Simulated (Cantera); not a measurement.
Input: 1 mol SiHCl3, 0.74 mol C3H8, 1500 mol H2, equilibrated at 0.00500 bar.

Cantera equilibrium calculation (NASA polynomials, part measured and part estimated; ideal gas, pure solids and liquids). Candidate condensed phases: C, C6H6, C7H8, C8H18, Si, SiC; 109 gas species. Rates play no part.

**Question.** Which condensed phases are stable at each of these points (T (K)): 925, 1025, 1125, 1225, 1325, 1425, 1525, 1625, 1725, 1825, 1925, 2025, 2125, 2225?

**Answer.** 
| T (K) | condensed phases | Si condensed (%) |
|---|---|---|
| 925 | SiC(s) | 100.0 |
| 1025 | C(graphite) + SiC(s) | 100.0 |
| 1125 | C(graphite) + SiC(s) | 100.0 |
| 1225 | C(graphite) + SiC(s) | 100.0 |
| 1325 | C(graphite) + SiC(s) | 100.0 |
| 1425 | C(graphite) + SiC(s) | 100.0 |
| 1525 | C(graphite) + SiC(s) | 100.0 |
| 1625 | C(graphite) + SiC(s) | 99.9 |
| 1725 | C(graphite) + SiC(s) | 99.3 |
| 1825 | C(graphite) + SiC(s) | 95.6 |
| 1925 | C(graphite) + SiC(s) | 75.0 |
| 2025 | gas only | 0.0 |
| 2125 | gas only | 0.0 |
| 2225 | gas only | 0.0 |

At 925 K the condensed part is SiC(s). From 1025 K to 1925 K the condensed part is C(graphite) + SiC(s). From 2025 K to 2225 K nothing is condensed.
